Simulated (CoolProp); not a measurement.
Methanol along the isotherm 620 K: density (kg/m³) from the reference equation and from simpler models built on Tc = 513.4 K, pc = 8216 kPa, ω = 0.565; each cubic takes its own stable root.

Model: reference Helmholtz-energy equation of state, de Reuck 1993, in CoolProp.

```tsv
p (kPa)	phase	reference	ideal gas	Redlich-Kwong	Soave-Redlich-Kwong
65	gas	0.4045	0.4040	0.4047	0.4045
110	gas	0.6852	0.6837	0.6855	0.6851
185	gas	1.154	1.150	1.155	1.154
312	gas	1.952	1.939	1.954	1.950
527	gas	3.311	3.276	3.317	3.308
889	gas	5.627	5.526	5.646	5.617
1500	gas	9.620	9.324	9.672	9.587
2530	gas	16.60	15.73	16.75	16.49
4270	gas	29.20	26.54	29.66	28.79
7210	gas	52.99	44.82	54.81	51.56
12200	supercritical	102.1	75.83	111.0	96.24
20500	supercritical	215.4	127.4	223.8	178.3
```
